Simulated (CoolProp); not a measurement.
Saturation properties of CH2F2 (R32) (Tc = 351.3 K, pc = 57.83 bar, ω = 0.277).

Computed with CoolProp (reference Helmholtz-energy equation of state, Tillner-Roth 1997).

| T (K) | p (bar) | liquid density (kg/m³) | surface tension (mN/m) |
|---|---|---|---|
| 259.8 | 5.179 | 1100 | 13.4 |
| 266.7 | 6.578 | (withheld) | 12.1 |
| 273.6 | (withheld) | 1054 | (withheld) |
| 280.4 | 10.19 | 1030 | 9.72 |
| 287.3 | 12.50 | 1004 | 8.56 |
| 294.2 | 15.18 | 977.2 | 7.42 |
| 301 | 18.22 | 949.0 | (withheld) |
| 307.9 | (withheld) | (withheld) | 5.27 |
| 314.8 | 25.80 | 884.7 | (withheld) |
| 321.6 | 30.30 | 848.2 | 3.28 |
| 328.5 | 35.48 | (withheld) | 2.36 |
| 335.4 | 41.31 | 755.8 | 1.51 |

Q: Fill in the missing entries.

A: 
- 266.7, liquid density (kg/m³): 1077
- 273.6, p (bar): 8.249
- 273.6, surface tension (mN/m): 10.9
- 301, surface tension (mN/m): 6.34
- 307.9, p (bar): 21.76
- 307.9, liquid density (kg/m³): 918.2
- 314.8, surface tension (mN/m): 4.25
- 328.5, liquid density (kg/m³): 806.0

It boils at 221.5 K under 1 atm.

Surface tension comes from a separate correlation (Mulero 2012).
